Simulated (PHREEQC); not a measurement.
# Metal-bearing waste water (model solution)

A solution holds 0.14 mol ZnSO4, 0.00052 mol CaCl2 and 0.0005 mol NaCl per kg of water, at 25 °C. Closed to the air; pH follows from the charge balance.

Computed with PHREEQC (ion-association model, phreeqc.dat).

| Property | Result |
|---|---|
| pH | 5.51 |
| ionic strength | 0.277 mol/kgw |
| density | 1.020 g/cm³ |

```
species     molality  activity   log γ
----------  --------  --------  ------
Zn+2          0.0690    0.0183  -0.576
ZnSO4         0.0514    0.0548   0.028
SO4-2         0.0494    0.0128  -0.587
Zn(SO4)2-2    0.0195   0.00569  -0.534
Cl-          0.00147   0.00102  -0.160
Na+         0.000470  0.000344  -0.135
Ca+2        0.000319   9.42e-5  -0.530
CaSO4       0.000201  0.000214   0.028
ZnCl+        7.21e-5   5.00e-5  -0.159
NaSO4-       3.04e-5   2.21e-5  -0.139
ZnOH+        8.86e-6   6.52e-6  -0.134
HSO4-        5.19e-6   3.81e-6  -0.134
```

No solid was allowed to form. Complexes and solids missing from the database can't appear.
